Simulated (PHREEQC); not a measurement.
1 kg of water holding 0.088 mol/kgw SrCl2, 0.36 mol/kgw CaCl2 and 0.075 mol/kgw NaCl is evaporated at 15 °C; the solids stay in contact with the brine. CO2 from the air is kept out. The run lets Halite, Portlandite precipitate or redissolve, and no other solid.

Equilibrium calculation in PHREEQC: Pitzer model, pitzer.dat.

| water left (kg) | ionic strength | water activity | Halite (mol) | Sr in solution (mol/kgw) | Ca in solution (mol/kgw) | Cl in solution (mol/kgw) |
|---|---|---|---|---|---|---|
| 1 | 1.42 | 0.976 | 0 | 0.0880 | 0.360 | 0.971 |
| 0.6755 | 2.10 | 0.962 | 0 | 0.130 | 0.533 | 1.44 |
| 0.5552 | 2.56 | [?] | 0 | 0.159 | 0.648 | 1.75 |
| 0.375 | 3.78 | 0.922 | 0 | 0.235 | 0.960 | 2.59 |
| 0.3082 | 4.60 | [?] | 0 | 0.285 | 1.17 | 3.15 |
| 0.2082 | 6.82 | [?] | 0 | 0.423 | 1.73 | 4.66 |
| 0.1407 | 10.1 | 0.699 | 0 | 0.626 | 2.56 | 6.90 |
| 0.1156 | 12.3 | 0.607 | 0 | 0.761 | 3.11 | 8.40 |
| 0.07809 | 17.4 | 0.404 | 0.0598 | 1.13 | 4.61 | 11.7 |

Q: Fill in the missing entries.

A: 
- 0.5552, water activity: 0.952
- 0.3082, water activity: 0.899
- 0.2082, water activity: 0.827
